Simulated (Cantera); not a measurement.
A perfectly stirred reactor is fed with 3.16 % CO, 2.50 % H₂, 3.80 % CH₄, 16.8 % O₂, 63.3 % N₂, 10.4 % CO₂, equivalence ratio 0.62, at 0.210 bar; it is adiabatic with a 600 K inlet, and is followed from long to short residence time, starting on the burning branch (τ in s: 0.029, 0.016, 0.0095, 0.0054, 0.0031, 0.0018, 0.001, 0.00059, 0.00034, 0.0002, 0.00011, 6.5e-05, 3.7e-05).

Computed with Cantera and GRI-Mech 3.0 (53 species, 325 reactions).

One state of this run: T (K) = 1625; x CO = 0.0152; x H₂ = 0.00265; x CH₄ = 5.08e-5; x C₂H₆ = 1.33e-10; x H = 0.00278; x HCO = 6.09e-7. x: mole fraction; the columns are a selection and need not sum to one.

### Question
Which value of τ (s) does it belong to?
A) 0.0095
B) 0.00059
C) 6.5e-5
D) 0.00034

### Answer
A, 0.0095
